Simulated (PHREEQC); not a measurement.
A solution holds 94 mmol/kgw HF, 0.36 mmol/kgw H2SiF6, 69 mmol/kgw HBF4 and 130 mmol/kgw HNO3, at 25 °C. Closed to the air; pH follows from the charge balance.

The numbers come from PHREEQC with the ion-association model, phreeqc.dat.

This is a speciation only: nothing precipitates in the calculation.

Question: Order these F species by the share of F that they hold, largest first: BF3OH-, F-, BF4-, SiF6-2, HF.

Answer: BF4- (74 %), HF (25 %), SiF6-2 (0.58 %), BF3OH- (0.21 %), F- (0.15 %)

The pH is 0.80 and the ionic strength 0.201 mol/kgw. SiF6-2 is the database's only silicon fluoride. Real BF4- forms and hydrolyses slowly; the run takes it at equilibrium.
